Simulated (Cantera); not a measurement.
Mixture: CH₄ : O₂ : N₂ = 1 : 3.7 : 16.7 (molar parts), equivalence ratio 0.54, at 6.51 atm, adiabatic and at constant volume. Ignition delay is the time to a rise of 400 K.

Cantera simulation using GRI-Mech 3.0 (53 species, 325 reactions); the numbers are that mechanism's predictions, not measurements.

What does this change do: 2.1 parts H2O added?


| quantity | before | after |
|---|---|---|
| delay at 1248 K | 3.50 ms | 3.82 ms |
| delay at 1348 K | 1.10 ms | 1.26 ms |
| delay at 1448 K | 0.388 ms | 0.452 ms |
| delay at 1548 K | 0.152 ms | 0.174 ms |
| delay at 1648 K | 65.6 µs | 72.0 µs |
| delay at 1748 K | 31.5 µs | 32.7 µs |
| apparent activation energy between 1548 and 1748 K | 180 kJ/mol | 190 kJ/mol |
